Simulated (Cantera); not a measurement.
Input (Python, Cantera) and output of one run.

```python
import numpy as np
import cantera as ct

gas_names = [...]  # 45 gases of nasa_gas.yaml made of Cu, F, H, N, O
cond_names = """
    Cu(cr) Cu(L) CuF2(s) CuF2(L) CuO(s) CuO2H2(s) Cu2O(s) Cu2O(L) H2O(s) H2O(L)
""".split()


# ... load() reads the species with a 1 bar reference pressure and builds the phases ...
atoms = {
    'CuF2': {'Cu': 1, 'F': 2},
    'H2O': {'H': 2, 'O': 1},
    'N2': {'N': 2},
}
top_T = {'CuO(s)': 1390}  # K; cautious upper limits of use, not melting points


# ... equilibrate(T, P, feed) seeds the gas with the atoms and calls Mixture.equilibrate('TP', solver="vcs", rtol=1e-11, max_steps=5000) ...
results = []
feed = {'CuF2': 1, 'H2O': 7, 'N2': 2.1}  # mol
P = 20  # Pa
for T in [1800, 1825, 1850, 1875, 1900, 1925, 1950, 1975, 2000]:
    mix = equilibrate(T, P, feed)
    results.append((T, P, feed, dict(zip(mix.species_names, mix.species_moles))))

top = {s: max(r[3][s] / sum(r[3][g] for g in gas_names) for r in results) for s in gas_names}
cols = sorted((s for s in top if top[s] > 0.001), key=lambda s: -top[s])[:5]
seen = [c for c in cond_names if any(r[3].get(c, 0) > 1e-12 for r in results)]
print("log10 of partial pressures in bar; condensed amounts in mol")
print(f"{'T/K':>10s}" + "".join(f"{s[:9]:>10s}" for s in cols + seen))
for T, P, feed, n in results:
    ng = sum(n[g] for g in gas_names)
    print(f"{T:10.4g}" + "".join(f"{np.log10(max(n[s] / ng * P / 1e5, 1e-99)):10.3f}" for s in cols)
          + "".join(f"{n.get(c, 0):10.4g}" for c in seen))
```

Result:

```
log10 of partial pressures in bar; condensed amounts in mol
       T/K       H2O        N2        HF        Cu        O2
      1800    -4.001    -4.446    -4.469    -4.773    -5.055
      1825    -4.005    -4.447    -4.470    -4.774    -5.050
      1850    -4.010    -4.449    -4.471    -4.774    -5.042
      1875    -4.016    -4.450    -4.472    -4.775    -5.034
      1900    -4.023    -4.452    -4.474    -4.776    -5.025
      1925    -4.031    -4.455    -4.476    -4.778    -5.014
      1950    -4.040    -4.457    -4.478    -4.780    -5.002
      1975    -4.052    -4.461    -4.481    -4.783    -4.989
      2000    -4.065    -4.465    -4.484    -4.786    -4.975
```

These are equilibrium values from Cantera (NASA tables, ideal gas, pure condensed phases), not measurements of a reactor.
